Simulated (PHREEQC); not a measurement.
A solution holds 0.2 mol HF, 0.00077 mol NH4HF2 and 5e-05 mol H2SiF6 per kg of water, at 25 °C. Closed to the air; pH follows from the charge balance.

Equilibrium calculation in PHREEQC: ion-association model, phreeqc.dat.

| Property | Result |
|---|---|
| pH | 1.85 |
| ionic strength | 0.0165 mol/kgw |
| total alkalinity | -201 meq/kg |

| species | molality | activity | log γ |
|---|---|---|---|
| HF | 0.178 | 0.179 | 0.002 |
| H+ | 0.0157 | 0.0140 | -0.047 |
| F- | 0.00970 | 0.00851 | -0.057 |
| HF2- | 0.00665 | 0.00585 | -0.056 |
| NH4+ | 0.000770 | 0.000672 | -0.059 |
| SiF6-2 | 5.00e-5 | 3.04e-5 | -0.216 |

Precipitation was switched off in this run. SiF6-2 is the database's only silicon fluoride.
